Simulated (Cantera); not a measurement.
Feed: 1 mol SiH2Cl2, 0.22 mol Cl2, 5.9 mol H2, at 1250 K and 1.30 mbar.

Method: chemical equilibrium by Gibbs-energy minimisation in Cantera with the NASA 1993 tables (ideal gas, pure condensed phases). Candidate condensed phases: Si; 19 gas species. The tables' values for SiCl3 are old estimates; treat these amounts as uncertain. The numbers say what is thermodynamically allowed, not how fast it happens.

Base state: H2 0.787, HCl 0.140, SiCl2 0.0624, SiCl3 0.00617, SiCl4 0.00437, SiHCl3 0.000875, SiH2Cl2 2.39e-5, H 1.19e-5 (mole fractions); condensed: Si(s).

Task: What changes in the equilibrium state with this change: SiH2Cl2 replaced by SiHCl3?

Result: 
```tsv
species	before	after
H2	0.787	0.719
HCl	0.140	0.164
SiCl2	0.0624	0.0941
SiCl3	0.00617	0.0114
SiCl4	0.00437	0.00994
SiHCl3	0.000875	0.00155
Si(s), mol	0.406	0.0656
```
